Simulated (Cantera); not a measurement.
A Cantera script and what it prints.

```python
import numpy as np
import cantera as ct

gas_names = """
    N NO NO2 NO3 N2 N2O O O2 O3 Si SiN SiO SiO2 Si2 Si2N Si3
""".split()
cond_names = """
    Si(cr) Si(L) SiO2(Lqz) SiO2(hqz) SiO2(L) Si2N2O(s) Si3N4(a)
""".split()


def load(file, names, dense=False):
    # The tables refer to 1 bar. Condensed volumes are neglected.
    table = {s.name: s for s in ct.Species.list_from_file(file)}
    out = []
    for n in names:
        d = dict(table[n].input_data)
        d["thermo"] = dict(d["thermo"], **{"reference-pressure": 1e5})
        if dense:
            d["equation-of-state"] = {"model": "constant-volume", "density": "1e6 g/cm^3"}
        out.append(ct.Species.from_dict(d))
    return out


gas = ct.Solution(thermo="ideal-gas", species=load("nasa_gas.yaml", gas_names))
cond = {s.name: ct.Solution(thermo="fixed-stoichiometry", species=[s], name=s.name)
        for s in load("nasa_condensed.yaml", cond_names, dense=True)}
atoms = {
    'Si': {'Si': 1},
    'N2O': {'N': 2, 'O': 1},
    'N2': {'N': 2},
}
top_T = {'Si2N2O(s)': 2100, 'Si3N4(a)': 2400}  # K; cautious upper limits of use, not melting points


def equilibrate(T, P, feed):
    n = {}
    for name, mol in feed.items():
        for a, k in atoms[name].items():
            n[a] = n.get(a, 0.0) + k * mol
    gas.TPX = T, P, n
    mass = sum(n.values()) * gas.mean_molecular_weight
    gas.equilibrate("TP")
    valid = [c for c in cond.values() if c.min_temp <= T <= top_T.get(c.name, c.max_temp)]
    mix = ct.Mixture([(gas, mass / gas.mean_molecular_weight)] + [(c, 0.0) for c in valid])
    mix.T, mix.P = T, P
    mix.equilibrate("TP", solver="vcs", rtol=1e-11, max_steps=5000)
    return mix


results = []
feed = {'Si': 1, 'N2O': 0.065, 'N2': 4.1}  # mol
for P in [0.1, 0.5, 2.5, 13, 63, 320, 1600, 7900, 40000, 200000, 1000000]:
    for T in [1475, 1500, 1525, 1550, 1575, 1600, 1625, 1650, 1675]:
        mix = equilibrate(T, P, feed)
        results.append((T, P, feed, dict(zip(mix.species_names, mix.species_moles))))

for T, P, feed, n in results:
    print(f"{T:7g} {P:10.4g}  " + (" + ".join(c for c in cond_names if n.get(c, 0) > 1e-12) or "gas only"))
```

It prints:

```
   1475        0.1  Si(cr)
   1500        0.1  Si(cr)
   1525        0.1  Si(cr)
   1550        0.1  Si(cr)
   1575        0.1  Si(cr)
   1600        0.1  Si(cr)
   1625        0.1  Si(cr)
   1650        0.1  gas only
   1675        0.1  gas only
   1475        0.5  Si(cr)
   1500        0.5  Si(cr)
   1525        0.5  Si(cr)
   1550        0.5  Si(cr)
   1575        0.5  Si(cr)
   1600        0.5  Si(cr)
   1625        0.5  Si(cr)
   1650        0.5  Si(cr)
   1675        0.5  Si(cr)
   1475        2.5  Si(cr)
   1500        2.5  Si(cr)
   1525        2.5  Si(cr)
   1550        2.5  Si(cr)
   1575        2.5  Si(cr)
   1600        2.5  Si(cr)
   1625        2.5  Si(cr)
   1650        2.5  Si(cr)
   1675        2.5  Si(cr)
   1475         13  Si2N2O(s) + Si3N4(a)
   1500         13  Si2N2O(s) + Si3N4(a)
   1525         13  Si2N2O(s) + Si3N4(a)
   1550         13  Si3N4(a)
   1575         13  Si(cr)
   1600         13  Si(cr)
   1625         13  Si(cr)
   1650         13  Si(cr)
   1675         13  Si(cr)
   1475         63  Si2N2O(s) + Si3N4(a)
   1500         63  Si2N2O(s) + Si3N4(a)
   1525         63  Si2N2O(s) + Si3N4(a)
   1550         63  Si2N2O(s) + Si3N4(a)
   1575         63  Si2N2O(s) + Si3N4(a)
   1600         63  Si2N2O(s) + Si3N4(a)
   1625         63  Si3N4(a)
   1650         63  Si(cr)
   1675         63  Si(cr)
   1475        320  Si2N2O(s) + Si3N4(a)
   1500        320  Si2N2O(s) + Si3N4(a)
   1525        320  Si2N2O(s) + Si3N4(a)
   1550        320  Si2N2O(s) + Si3N4(a)
   1575        320  Si2N2O(s) + Si3N4(a)
   1600        320  Si2N2O(s) + Si3N4(a)
   1625        320  Si2N2O(s) + Si3N4(a)
   1650        320  Si2N2O(s) + Si3N4(a)
   1675        320  Si2N2O(s) + Si3N4(a)
   1475       1600  Si2N2O(s) + Si3N4(a)
   1500       1600  Si2N2O(s) + Si3N4(a)
   1525       1600  Si2N2O(s) + Si3N4(a)
   1550       1600  Si2N2O(s) + Si3N4(a)
   1575       1600  Si2N2O(s) + Si3N4(a)
   1600       1600  Si2N2O(s) + Si3N4(a)
   1625       1600  Si2N2O(s) + Si3N4(a)
   1650       1600  Si2N2O(s) + Si3N4(a)
   1675       1600  Si2N2O(s) + Si3N4(a)
   1475       7900  Si2N2O(s) + Si3N4(a)
   1500       7900  Si2N2O(s) + Si3N4(a)
   1525       7900  Si2N2O(s) + Si3N4(a)
   1550       7900  Si2N2O(s) + Si3N4(a)
   1575       7900  Si2N2O(s) + Si3N4(a)
   1600       7900  Si2N2O(s) + Si3N4(a)
   1625       7900  Si2N2O(s) + Si3N4(a)
   1650       7900  Si2N2O(s) + Si3N4(a)
   1675       7900  Si2N2O(s) + Si3N4(a)
   1475      4e+04  Si2N2O(s) + Si3N4(a)
   1500      4e+04  Si2N2O(s) + Si3N4(a)
   1525      4e+04  Si2N2O(s) + Si3N4(a)
   1550      4e+04  Si2N2O(s) + Si3N4(a)
   1575      4e+04  Si2N2O(s) + Si3N4(a)
   1600      4e+04  Si2N2O(s) + Si3N4(a)
   1625      4e+04  Si2N2O(s) + Si3N4(a)
   1650      4e+04  Si2N2O(s) + Si3N4(a)
   1675      4e+04  Si2N2O(s) + Si3N4(a)
   1475      2e+05  Si2N2O(s) + Si3N4(a)
   1500      2e+05  Si2N2O(s) + Si3N4(a)
   1525      2e+05  Si2N2O(s) + Si3N4(a)
   1550      2e+05  Si2N2O(s) + Si3N4(a)
   1575      2e+05  Si2N2O(s) + Si3N4(a)
   1600      2e+05  Si2N2O(s) + Si3N4(a)
   1625      2e+05  Si2N2O(s) + Si3N4(a)
   1650      2e+05  Si2N2O(s) + Si3N4(a)
   1675      2e+05  Si2N2O(s) + Si3N4(a)
   1475      1e+06  Si2N2O(s) + Si3N4(a)
   1500      1e+06  Si2N2O(s) + Si3N4(a)
   1525      1e+06  Si2N2O(s) + Si3N4(a)
   1550      1e+06  Si2N2O(s) + Si3N4(a)
   1575      1e+06  Si2N2O(s) + Si3N4(a)
   1600      1e+06  Si2N2O(s) + Si3N4(a)
   1625      1e+06  Si2N2O(s) + Si3N4(a)
   1650      1e+06  Si2N2O(s) + Si3N4(a)
   1675      1e+06  Si2N2O(s) + Si3N4(a)
```

Equilibrium computed with Cantera from the NASA thermochemical tables; the gas is ideal and each condensed phase is pure. Mutual solubility and eutectic melting of coexisting phases are not modelled.
